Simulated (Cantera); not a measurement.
## Metals in furnace atmospheres: Ti + CO + H2

Charge: 1 mol Ti, 0.4 mol CO, 1.3 mol H2, at 0.000700 bar.

Method: chemical equilibrium by Gibbs-energy minimisation in Cantera with the NASA 1993 tables (ideal gas, pure condensed phases). Candidate condensed phases: C, C6H6, C7H8, C8H18, H2O, Ti, TiC, TiO, TiO2, Ti2O3, Ti3O5, Ti4O7; 113 gas species. Mutual solubility and eutectic melting of coexisting phases are not modelled. TiC, TiO: taken at fixed stoichiometry. Condensed phases not in the tables: solid solutions among these carbides, nitrides and lower oxides, N, O or C dissolved in the metal. The numbers say what is thermodynamically allowed, not how fast it happens.

From 1275 K to 1925 K the condensed part is Ti(β) + TiC(s) + TiO(s).

```csv
T (K),x H2,x H,x Ti,x CO,x TiO,x H2O,n Ti(β),n TiC(s),n TiO(s)
1275,1.000,2.79e-5,2.27e-9,1.47e-12,3.92e-12,1.03e-10,0.200,0.400,0.400
1325,1.000,6.18e-5,1.17e-8,1.29e-11,3.03e-11,2.84e-10,0.200,0.400,0.400
1375,1.000,0.000130,5.37e-8,9.57e-11,2.01e-10,7.26e-10,0.200,0.400,0.400
1425,1.000,0.000258,2.21e-7,6.16e-10,1.17e-9,1.73e-9,0.200,0.400,0.400
1475,1.000,0.000490,8.24e-7,3.49e-9,5.97e-9,3.88e-9,0.200,0.400,0.400
1525,0.999,0.000894,2.81e-6,1.76e-8,2.74e-8,8.23e-9,0.200,0.400,0.400
1575,0.998,0.00157,8.88e-6,7.96e-8,1.13e-7,1.66e-8,0.200,0.400,0.400
1625,0.997,0.00266,2.61e-5,3.28e-7,4.29e-7,3.19e-8,0.200,0.400,0.400
1675,0.996,0.00438,7.17e-5,1.24e-6,1.49e-6,5.89e-8,0.200,0.400,0.400
1725,0.993,0.00699,0.000186,4.33e-6,4.82e-6,1.04e-7,0.200,0.400,0.400
1775,0.989,0.0109,0.000455,1.40e-5,1.45e-5,1.79e-7,0.199,0.400,0.400
1825,0.982,0.0165,0.00106,4.26e-5,4.10e-5,2.96e-7,0.199,0.400,0.400
1875,0.973,0.0244,0.00236,0.000122,0.000109,4.75e-7,0.197,0.400,0.400
1925,0.959,0.0354,0.00503,0.000329,0.000276,7.39e-7,0.194,0.400,0.399
```
x: gas mole fraction; n: condensed amount in mol.
